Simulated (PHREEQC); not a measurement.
Solution (15 °C): 0.038 mol/kgw HF, 0.37 mol/kgw NH4HF2 and 0.016 mol/kgw Na2HAsO4. Closed to the air; pH follows from the charge balance.

The numbers come from PHREEQC with the ion-association model, wateq4f.dat.

This is a speciation only: nothing precipitates in the calculation.

**Question.** Predict the pH, activity of water, ionic strength.

**Answer.** pH 3.18; activity of water 0.983; ionic strength 0.401 mol/kgw.

**Question.** In which forms is As present?

**Answer.** H2AsO4- 93 %, H3AsO4 7.4 % of the As.

wateq4f.dat counts part of the HF as a dimer, H2F2, which phreeqc.dat doesn't know; its constant is uncertain.
